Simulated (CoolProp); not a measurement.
Saturation properties of R22 (Tc = 369.3 K, pc = 4.990 MPa, ω = 0.221).

Model: reference Helmholtz-energy equation of state, Kamei 1995, in CoolProp.

```
T (K)  p (MPa)  vapour density (kg/m³)  enthalpy of vaporisation (kJ/kg)  surface tension (mN/m)  liquid viscosity (µPa s)  liquid conductivity (mW/(m K))
-----  -------  ----------------------  --------------------------------  ----------------------  ------------------------  ------------------------------
240.8   0.1482                   6.716                             228.4                    16.9                       256                             110
250.4   0.2204                   9.750                             221.9                    15.3                       226                             106
260.1   0.3181                   13.81                             215.0                    13.8                       200                             101
269.7   0.4444                   19.02                             207.8                    12.3                       178                            97.1
279.4   0.6073                   25.75                             199.9                    10.9                       159                            92.8
289     0.8089                   34.19                             191.5                    9.43                       142                            88.6
298.7    1.059                   44.91                             182.2                    8.04                       126                            84.3
308.3    1.360                   58.22                             172.1                    6.69                       113                            80.0
```

It boils at 232.3 K under 1 atm.

Viscosity comes from a separate model (Bell 2016), an estimate that may be off by 10 % or more. Thermal conductivity comes from a separate model (McLinden 2000), an estimate that may be off by 10 % or more. Surface tension comes from a separate correlation (Mulero 2012).
